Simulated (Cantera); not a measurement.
Input (Python, Cantera):

```python
import numpy as np
import cantera as ct

gas = ct.Solution("gri30.yaml")


def delay(T, t_max=10):
    gas.TPX = T, 1000000, {'CO': 1, 'H2': 0.7, 'CH4': 0.066, 'O2': 0.666, 'N2': 2.5}
    reactor = ct.IdealGasReactor(gas, clone=False)
    net = ct.ReactorNet([reactor])
    net.rtol, net.atol = 1e-8, 1e-16
    while net.time < t_max:
        t_old, T_old = net.time, reactor.T
        net.step()
        if reactor.T > T + 400:  # ignition: a rise of 400 K
            return t_old + (T + 400 - T_old) / (reactor.T - T_old) * (net.time - t_old)
    return np.nan


taus = []
for T in [925, 975, 1025, 1075, 1125, 1175, 1225, 1275, 1325, 1375]:
    taus.append(delay(T))
    print(f"T0 = {T:6g} K   tau = {taus[-1]:.4e} s")
```

Output:

```
T0 =    925 K   tau = 2.0074e-02 s
T0 =    975 K   tau = 5.4478e-03 s
T0 =   1025 K   tau = 1.6136e-03 s
T0 =   1075 K   tau = 5.0561e-04 s
T0 =   1125 K   tau = 1.6433e-04 s
T0 =   1175 K   tau = 5.7288e-05 s
T0 =   1225 K   tau = 2.3515e-05 s
T0 =   1275 K   tau = 1.1811e-05 s
T0 =   1325 K   tau = 7.0732e-06 s
T0 =   1375 K   tau = 4.7924e-06 s
```

Cantera simulation using GRI-Mech 3.0 (53 species, 325 reactions); the numbers are that mechanism's predictions, not measurements. Below about 1000 K GRI-Mech 3.0 lacks low-temperature oxidation paths. Below about 950 K walls govern HO2 and H2O2 in real vessels.
